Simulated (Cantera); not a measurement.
A freely propagating, adiabatic, planar premixed flame of H2 : O2 : N2 : H2O = 1 : 0.333 : 1.25 : 0.076 (molar parts), unburnt at 373 K and 0.260 bar; multicomponent+Soret transport, grid criteria slope 0.08 and curve 0.16, no radiation.

Detailed kinetics in Cantera: the H2/O2 subset of GRI-Mech 3.0, which has no nitrogen chemistry. Burning velocities carry a grid error of a few per cent, more on coarse grids.

**Question.** Predict: laminar burning velocity; thermal thickness; peak x(HO2); peak x(OH); peak x(H2O2).

**Answer.** 
```
Item                         Value
------------------------  --------
laminar burning velocity  330 cm/s
thermal thickness          2.08 mm
peak x(HO2)               0.000205
peak x(OH)                 0.00864
peak x(H2O2)               4.11e-5
```
